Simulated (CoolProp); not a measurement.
R245ca along the isobar 3.69 MPa: fugacity coefficient from the reference equation and from simpler models built on Tc = 174.4 °C, pc = 3.941 MPa, ω = 0.355; each cubic takes its own stable root.

Values from CoolProp's reference Helmholtz-energy equation of state, Zhou 2016.

```tsv
T (°C)	phase	reference
12.25	liquid	0.01818
35.75	liquid	0.04410
59.25	liquid	0.09058
82.75	liquid	0.1634
106.25	liquid	0.2656
129.85	liquid	0.3970
153.35	liquid	0.5503
176.85	gas	0.6884
```

Problem. How far does each simpler model (Redlich-Kwong, Soave-Redlich-Kwong, Peng-Robinson) lie from the reference over these 8 states: mean and median of the absolute difference, and the worst?

Solution. 
- Redlich-Kwong: mean 53.0 %, median 38.7 %, worst +148.5 % at 12.25 °C and 3.69 MPa
- Soave-Redlich-Kwong: mean 2.5 %, median 2.6 %, worst +3.6 % at 129.85 °C and 3.69 MPa
- Peng-Robinson: mean 0.5 %, median 0.3 %, worst -2.1 % at 176.85 °C and 3.69 MPa
